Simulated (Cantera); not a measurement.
A closed system holds: 1 mol Pb, 0.027 mol O2, 2.3 mol H2, held at 1100 K and 4.70 bar.

Method: chemical equilibrium by Gibbs-energy minimisation in Cantera with the NASA 1993 tables (ideal gas, pure condensed phases). Candidate condensed phases: H2O, Pb, PbO, PbO2, Pb3O4; 12 gas species. Kinetics and transport are ignored.

Base state: H2 0.976, H2O 0.0235, Pb 2.58e-5 (mole fractions); condensed: Pb(l).

What changes in the equilibrium state with this change: O2 from 0.027 to 0.4 mol?


| species | before | after |
|---|---|---|
| H2 | 0.976 | 0.652 |
| H2O | 0.0235 | 0.348 |
| Pb | 2.58e-5 | 2.58e-5 |
| Pb(l), mol | 1.000 | 1.000 |
